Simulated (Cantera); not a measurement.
A Cantera script and what it prints.

```python
import numpy as np
import cantera as ct

gas_names = [...]  # 95 gases of nasa_gas.yaml made of C, F, H
cond_names = """
    C(gr) C6H6(L) C7H8(L) C8H18(L),n-octa
""".split()


# ... load() reads the species with a 1 bar reference pressure and builds the phases ...
atoms = {
    'CF4': {'C': 1, 'F': 4},
    'H2': {'H': 2},
}
top_T = {'C(gr)': 4500}  # K; cautious upper limits of use, not melting points


# ... equilibrate(T, P, feed) seeds the gas with the atoms and calls Mixture.equilibrate('TP', solver="vcs", rtol=1e-11, max_steps=5000) ...
results = []
feed = {'CF4': 1, 'H2': 2.2}  # mol
T = 2848.15  # K
for P in [1, 3.6, 13, 46, 170, 600, 2200, 7700, 28000, 100000]:
    mix = equilibrate(T, P, feed)
    results.append((T, P, feed, dict(zip(mix.species_names, mix.species_moles))))

top = {s: max(r[3][s] / sum(r[3][g] for g in gas_names) for r in results) for s in gas_names}
cols = sorted((s for s in top if top[s] > 1e-06), key=lambda s: -top[s])[:5]
seen = [c for c in cond_names if any(r[3].get(c, 0) > 1e-12 for r in results)]
print("log10 of partial pressures in bar; condensed amounts in mol")
print(f"{'P/Pa':>10s}" + "".join(f"{s[:9]:>10s}" for s in cols + seen))
for T, P, feed, n in results:
    ng = sum(n[g] for g in gas_names)
    print(f"{P:10.4g}" + "".join(f"{np.log10(max(n[s] / ng * P / 1e5, 1e-99)):10.3f}" for s in cols)
          + "".join(f"{n.get(c, 0):10.4g}" for c in seen))
```

Output:

```
log10 of partial pressures in bar; condensed amounts in mol
      P/Pa        HF         H         F         C        C3     C(gr)
         1    -6.375    -5.345    -5.393    -6.036    -7.488         0
       3.6    -5.341    -4.822    -4.883    -5.642    -6.305         0
        13    -4.421    -4.348    -4.437    -5.349    -5.426         0
        46    -3.650    -3.935    -4.079    -5.110    -4.710         0
       170    -2.943    -3.532    -3.775    -4.956    -4.248    0.3534
       600    -2.316    -3.145    -3.534    -4.956    -4.248     0.819
      2200    -1.715    -2.750    -3.329    -4.956    -4.248    0.9425
      7700    -1.154    -2.386    -3.132    -4.956    -4.248    0.9742
   2.8e+04    -0.585    -2.041    -2.907    -4.956    -4.248    0.9825
     1e+05    -0.027    -1.728    -2.663    -4.956    -4.248    0.9843
```

Equilibrium computed with Cantera from the NASA thermochemical tables; the gas is ideal and each condensed phase is pure.
